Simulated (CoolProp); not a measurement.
Vapour pressure (MPa) of R1233zd(E): the reference equation beside estimates from Tc = 438.9 K, pc = 3.583 MPa, ω = 0.304. Clausius-Clapeyron is anchored at 226.8 K with a constant enthalpy of vaporisation of 29.15 kJ/mol.

Values from CoolProp's reference Helmholtz-energy equation of state, Akasaka 2022.

```tsv
T (K)	reference	Lee-Kesler	Clausius-Clapeyron	van der Waals	Redlich-Kwong	Soave-Redlich-Kwong	Peng-Robinson
226.8	0.003827	0.003606	0.003827	0.1241	0.01264	0.003700	0.003968
248.8	0.01472	0.01412	0.01501	0.2226	0.03941	0.01434	0.01491
270.8	0.04372	0.04274	0.04715	0.3652	0.09788	0.04301	0.04381
292.8	0.1073	0.1064	0.1247	0.5596	0.2061	0.1065	0.1069
314.8	0.2277	0.2282	0.2879	0.8126	0.3837	0.2280	0.2267
336.8	0.4326	0.4354	0.5959	1.130	0.6507	0.4361	0.4314
358.8	0.7542	0.7592	1.128	1.518	1.026	0.7641	0.7539
380.8	1.229	1.234	1.984	1.979	1.529	1.249	1.232
402.8	1.900	1.904	3.280	2.519	2.174	1.930	1.910
```

Absolute difference from the reference over all 9 rows, mean and median: Lee-Kesler 1.7 and 0.7 %, Clausius-Clapeyron 30.4 and 26.4 %, van der Waals 702.8 and 256.9 %, Redlich-Kwong 89.8 and 68.5 %, Soave-Redlich-Kwong 1.5 and 1.6 %, Peng-Robinson 0.8 and 0.4 %.
